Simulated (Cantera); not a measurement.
An isothermal, constant-pressure homogeneous reactor starts with CO : O2 : H2O : N2 = 0.0022 : 0.042 : 0.022 : 1 (molar parts), equivalence ratio 0.026, at 1400 K and 500000 Pa. Integrator tolerance rtol = 1e-08.

Cantera simulation using GRI-Mech 3.0 (53 species, 325 reactions); the numbers are that mechanism's predictions, not measurements.

### Question
What does this change do: O2 0.042 to 0.0069 parts?

### Answer
```
quantity                                            before                                      after
----------------  ----------------------------------------  -----------------------------------------
x(CO) at 300 s     4.65e-9 (gas-phase equilibrium 4.66e-9)    1.26e-8 (gas-phase equilibrium 1.26e-8)
x(O2) at 300 s       0.0384 (gas-phase equilibrium 0.0382)    0.00563 (gas-phase equilibrium 0.00556)
x(H2O) at 300 s      0.0207 (gas-phase equilibrium 0.0207)      0.0214 (gas-phase equilibrium 0.0214)
x(NO) at 300 s    1.19e-6 (gas-phase equilibrium 0.000339)   3.22e-7 (gas-phase equilibrium 0.000132)
x(H2O2) at 300 s   1.01e-9 (gas-phase equilibrium 1.01e-9)  4.01e-10 (gas-phase equilibrium 3.98e-10)
x(O) at 300 s      8.35e-8 (gas-phase equilibrium 8.33e-8)    3.20e-8 (gas-phase equilibrium 3.18e-8)
x(H2) at 300 s     2.14e-8 (gas-phase equilibrium 2.15e-8)    5.79e-8 (gas-phase equilibrium 5.82e-8)
```

### Question
What does this change do: N2 1 to 1.4 parts?

### Answer
| quantity | before | after |
|---|---|---|
| x(CO) at 300 s | 4.65e-9 (gas-phase equilibrium 4.66e-9) | 3.97e-9 (gas-phase equilibrium 3.98e-9) |
| x(O2) at 300 s | 0.0384 (gas-phase equilibrium 0.0382) | 0.0279 (gas-phase equilibrium 0.0278) |
| x(H2O) at 300 s | 0.0207 (gas-phase equilibrium 0.0207) | 0.0150 (gas-phase equilibrium 0.0150) |
| x(NO) at 300 s | 1.19e-6 (gas-phase equilibrium 0.000339) | 9.33e-7 (gas-phase equilibrium 0.000292) |
| x(H2O2) at 300 s | 1.01e-9 (gas-phase equilibrium 1.01e-9) | 6.27e-10 (gas-phase equilibrium 6.26e-10) |
| x(O) at 300 s | 8.35e-8 (gas-phase equilibrium 8.33e-8) | 7.12e-8 (gas-phase equilibrium 7.10e-8) |
| x(H2) at 300 s | 2.14e-8 (gas-phase equilibrium 2.15e-8) | 1.83e-8 (gas-phase equilibrium 1.83e-8) |
